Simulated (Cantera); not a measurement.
A closed system holds: 1 mol CO₂, 0.064 mol SO₂, 1.1 mol N₂, held at 2977 °C and 0.190 bar.

These are equilibrium values from Cantera (NASA tables, ideal gas, pure condensed phases), not measurements of a reactor. Candidate condensed phases: C, S; 35 gas species. Equilibrium is a limit: real reactors are often held back by kinetics, nucleation or transport.

Base state: N₂ 0.374, CO 0.306, O 0.154, O₂ 0.0718, CO₂ 0.0465, NO 0.0255, SO 0.0112, SO₂ 0.00829 (mole fractions); condensed: gas only.

Q: What changes in the equilibrium state with this change: temperature from 2977 °C to 1300 °C?

A: 
```csv
species,before,after
N₂,0.374,0.508
CO₂,0.0465,0.461
SO₂,0.00829,0.0296
CO,0.306,0.000777
O,0.154,4.55e-7
SO,0.0112,3.87e-6
NO,0.0255,5.71e-5
O₂,0.0718,0.000359
S,0.00297,<1e-9
N,8.67e-5,<1e-9
```

Q: What changes in the equilibrium state with this change: N₂ from 1.1 to 9.8 mol?

A: 
| species | before | after |
|---|---|---|
| N₂ | 0.374 | 0.831 |
| CO | 0.306 | 0.0810 |
| O | 0.154 | 0.0554 |
| CO₂ | 0.0465 | 0.00444 |
| O₂ | 0.0718 | 0.00934 |
| SO | 0.0112 | 0.00273 |
| NO | 0.0255 | 0.0137 |
| SO₂ | 0.00829 | 0.000726 |
| N | 8.67e-5 | 0.000129 |
| S | 0.00297 | 0.00200 |
